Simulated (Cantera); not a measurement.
Feed: 1 mol SiH₂Cl₂, 7.1 mol H₂O, 11 mol H₂, 5.5 mol O₂, at 1050 K and 1.00 Torr.

Method: chemical equilibrium by Gibbs-energy minimisation in Cantera with the NASA 1993 tables (ideal gas, pure condensed phases). Candidate condensed phases: H₂O, Si, SiO₂; 30 gas species. The numbers say what is thermodynamically allowed, not how fast it happens.

Base state: H₂O 0.801, H₂ 0.0995, HCl 0.0995 (mole fractions); condensed: SiO₂(β-quartz).

Q: What changes in the equilibrium state with this change: SiH₂Cl₂ replaced by TEOS?

A: 
```csv
species,before,after
H₂,0.0995,0.524
H₂O,0.801,0.255
CO,0,0.141
HCl,0.0995,0
CO₂,0,0.0807
"SiO₂(β-quartz), mol",1.00,1.00
```
The feed counts by its element totals alone. Further candidate phases: C, C₆H₆, C₇H₈, C₈H₁₈, SiC.

Q: What changes in the equilibrium state with this change: SiH₂Cl₂ replaced by SiH₄?

A: 
```json
[
 {"species": "H₂O", "before": "0.801", "after": "0.801"},
 {"species": "H₂", "before": "0.0995", "after": "0.199"},
 {"species": "HCl", "before": "0.0995", "after": "0"},
 {"species": "SiO₂(β-quartz), mol", "before": "1.00", "after": "1.00"}
]
```
